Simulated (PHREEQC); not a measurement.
Synthetic water in mmol/kgw, 25 °C, pH 3.82, pe 9.3: Na 11.1; K 11.4; Ca 6.12; Mg 5.82; Cl 9.12; S(6) 18.3; Cu(2) 0.00655.

Valence states are taken as typed.

Model: ion-association model, phreeqc.dat, run in PHREEQC.

```json
[
 {"quantity": "ionic strength (mol/kgw)", "before": "0.0579", "after": "0.0634"},
 {"quantity": "Ca+2 (mol/kgw)", "before": "0.00417", "after": "0.00439"},
 {"quantity": "Mg+2 (mol/kgw)", "before": "0.00357", "after": "0.00756"},
 {"quantity": "MgSO4 (mol/kgw)", "before": "0.00226", "after": "0.00404"},
 {"quantity": "CaSO4 (mol/kgw)", "before": "0.00195", "after": "0.00173"},
 {"quantity": "SI of Gypsum (CaSO4:2H2O)", "before": "-0.37", "after": "-0.43"},
 {"quantity": "SI of Halite (NaCl)", "before": "-5.76", "after": "-5.76"}
]
```

Question: What was changed between the two runs?
A) Mg from 5.82 to 11.6 mmol/kgw
B) temperature from 25 to 65 °C at the same typed pH
C) Ca from 6.12 to 18.4 mmol/kgw

Answer: A, Mg from 5.82 to 11.6 mmol/kgw

This is a speciation only: nothing precipitates in the calculation.
